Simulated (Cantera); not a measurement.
**Thermodynamics of fluorocarbon and chlorocarbon gases, feed CCl4 + Si + H2**

Input: 1 mol CCl4, 0.029 mol Si, 1.3 mol H2, equilibrated at 2.10 mbar.

Method: chemical equilibrium by Gibbs-energy minimisation in Cantera with the NASA 1993 tables (ideal gas, pure condensed phases). Candidate condensed phases: C, C6H6, C7H8, C8H18, Si, SiC; 123 gas species. Ions and electrons are included (thermal ionisation). The tables' values for SiCl, CCl are old estimates; treat these amounts as uncertain. Equilibrium is a limit: real reactors are often held back by kinetics, nucleation or transport.

| T (K) | x Cl | x H | x HCl | x C | x H2 | x C3 | n C(graphite) |
|---|---|---|---|---|---|---|---|
| 2500 | 0.513 | 0.125 | 0.302 | 7.93e-5 | 0.0523 | 0.000237 | 0.983 |
| 3000 | 0.564 | 0.337 | 0.0235 | 0.0152 | 0.00959 | 0.0375 | 0 |
| 3500 | 0.534 | 0.345 | 0.00167 | 0.102 | 0.000716 | 0.00518 | 0 |
| 4000 | 0.525 | 0.341 | 0.000227 | 0.129 | 9.60e-5 | 3.33e-5 | 0 |
| 4500 | 0.524 | 0.341 | 4.87e-5 | 0.131 | 2.04e-5 | 3.87e-7 | 0 |
| 5000 | 0.523 | 0.340 | 1.42e-5 | 0.131 | 5.87e-6 | 1.07e-8 | 0 |
x: gas mole fraction; n: condensed amount in mol.

At 2500 K the condensed part is C(graphite). From 3000 K to 5000 K nothing is condensed. The main Si-bearing gas is SiCl2 at 2500 K and Si+ at 5000 K.
